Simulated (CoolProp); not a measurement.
The fluid at 322.73 K and 2.14 MPa (liquid) is heated at constant pressure to 448.7 K. The same conditions are run with several fluids, on thermodynamics alone (safety and materials aside).

The numbers come from the reference Helmholtz-energy equation of state of each fluid (n-perfluorohexane: Gao 2022; R134a: Tillner-Roth 1994; isohexane: Lemmon 2006; propylene glycol: Eisenbach 2021; n-perfluoropentane: Gao 2022) in CoolProp.

Problem. Rank n-perfluorohexane, R134a, isohexane, propylene glycol, n-perfluoropentane by heat (kJ/kg), highest first.

Solution. propylene glycol (374), isohexane (342), R134a (286), n-perfluoropentane (184), n-perfluorohexane (153)

```csv
fluid,final phase,final density (kg/m³)
n-perfluorohexane,supercritical,970
R134a,gas,64.9
isohexane,liquid,475
propylene glycol,liquid,907
n-perfluoropentane,supercritical,256
```
